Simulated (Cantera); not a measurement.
Charge: 1 mol V₂O₃, 150 mol H₂, 2.1 mol H₂O, equilibrated at 345 Torr.

Equilibrium computed with Cantera from the NASA thermochemical tables; the gas is ideal and each condensed phase is pure. Candidate condensed phases: H₂O, V, VO, V₂O₃, V₂O₄, V₂O₅; 12 gas species. Mutual solubility and eutectic melting of coexisting phases are not modelled. VO: taken at fixed stoichiometry. Condensed phases not in the tables: the oxides between V₂O₃ and V₂O₅ other than VO₂. Equilibrium is a limit: real reactors are often held back by kinetics, nucleation or transport.

x: gas mole fraction; n: condensed amount in mol.

```csv
T (K),x H₂,x H₂O,x H,x VO₂,x VO,x OH,n V₂O₃(s),n VO(s),n VO(l)
1525,0.986,0.0138,3.46e-5,3.07e-9,(withheld),1.50e-8,1.00,0,0
1575,0.986,0.0138,6.08e-5,1.01e-8,(withheld),3.09e-8,1.000,0,0
1625,0.986,0.0138,0.000103,3.06e-8,(withheld),6.09e-8,1.000,0,0
1675,0.986,0.0138,0.000170,8.66e-8,(withheld),1.15e-7,1.000,0,0
1725,0.986,0.0138,0.000272,2.30e-7,(withheld),2.10e-7,1.000,0,0
1775,0.986,0.0138,0.000424,5.77e-7,(withheld),3.69e-7,1.000,0,0
1825,0.984,0.0158,0.000644,1.47e-6,(withheld),7.24e-7,0.692,0.615,0
1875,0.980,0.0189,0.000957,3.65e-6,(withheld),1.44e-6,0.220,1.56,0
1925,0.978,0.0204,0.00139,7.81e-6,(withheld),2.51e-6,0,2.00,0
1975,0.978,0.0203,0.00199,1.49e-5,(withheld),3.96e-6,0,2.00,0
2025,0.977,0.0203,0.00280,2.76e-5,(withheld),6.10e-6,0,1.99,0
2075,0.976,0.0203,0.00388,4.83e-5,(withheld),9.20e-6,0,0,1.99
```

Problem. What belongs in the gaps?

Solution. 
- 1525, x VO: 1.27e-10
- 1575, x VO: 5.46e-10
- 1625, x VO: 2.13e-9
- 1675, x VO: 7.66e-9
- 1725, x VO: 2.55e-8
- 1775, x VO: 7.88e-8
- 1825, x VO: 2.13e-7
- 1875, x VO: 5.32e-7
- 1925, x VO: 1.26e-6
- 1975, x VO: 2.85e-6
- 2025, x VO: 6.18e-6
- 2075, x VO: 1.26e-5
